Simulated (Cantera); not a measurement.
Input: 1 mol Si, 0.0021 mol O2, 160 mol H2, held at 2.10 Pa.

Method: chemical equilibrium by Gibbs-energy minimisation in Cantera with the NASA 1993 tables (ideal gas, pure condensed phases). Candidate condensed phases: H2O, Si, SiO2; 18 gas species. Rates play no part. All values below are at 1075 K.

Base state: H2 1.000, SiO 2.62e-5 (mole fractions); condensed: Si(s).

Question: What changes in the equilibrium state with this change: Si replaced by SiC?

Answer: 
| species | before | after |
|---|---|---|
| H2 | 1.000 | 1.000 |
| SiO | 2.62e-5 | 1.31e-5 |
| CO | 0 | 1.31e-5 |
| Si(s), mol | 0.996 | 0 |
| SiC(s), mol | 0 | 0.998 |
Further candidate phases: C, C6H6, C7H8, C8H18, SiC.
